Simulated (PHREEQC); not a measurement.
## Hard or scaling water: speciation

Dissolve 0.28 mol SrCl2 and 0.0086 mol KCl per kg of water at 20 °C. Closed to the air; pH follows from the charge balance.

Equilibrium calculation in PHREEQC: Pitzer model, pitzer.dat.

No solid was allowed to form.

**Question.** Predict the activity of water, osmotic coefficient, density.

**Answer.** activity of water 0.987; osmotic coefficient 0.866; density 1.037 g/cm³.
